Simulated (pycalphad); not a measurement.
Source of the numbers: pycalphad with the COST 507 light-alloy database (1999); pressure 1 atm. The data set is of 1999 and partly superseded. Phase fractions are per mole of atoms.

Question: Give the equilibrium state of Mn-23.36Si (at.%) at 877 °C.

Answer: 
```
T = 1150.00 K, P = 101325 Pa, N = 1 mol of atoms
G = -74477 J/mol, H = 12312 J/mol, S = 75.47 J/(mol K)  (SER reference)
chemical potentials (J/mol): Mn -62069, Si -115186
phase             fraction      x(Mn)      x(Si)
MN3SI               0.7813     0.7500     0.2500
MN9SI2              0.2187     0.8250     0.1750
```

Question: Give the equilibrium state of Mn-23.36Si (at.%) at 1037 °C.

Answer: MN3SI, fraction 0.686, with 25.0 Si at.%; LIQUID, fraction 0.314, with 19.8 Si at.%.

Database names, with the compositions (at.%) that they take in these runs: MN3SI: Mn 75 Si 25; MN9SI2: Mn 82 Si 18.
